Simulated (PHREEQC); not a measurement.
Make-up at 25 °C: 0.05 mol TMAH, 0.046 mol NaAlO2 and 0.00013 mol Na2CO3 per kg of water. Closed to the air; pH follows from the charge balance.

Equilibrium calculation in PHREEQC: ion-association model, phreeqc.dat.

This is a speciation only: nothing precipitates in the calculation.

Problem. Predict the pH, ionic strength.

Solution. pH 12.58; ionic strength 0.0963 mol/kgw.

Problem. In which forms is C present?

Solution. CO3-2 75 %, NaCO3- 25 % of the C.

The solution is supersaturated, for example in Gibbsite (slow to form), so a real one may precipitate; this is no full list. Species that the database lacks are ignored. (CH3)4N+ isn't in the database: it is added as a free cation with an ion size of 4 Å.
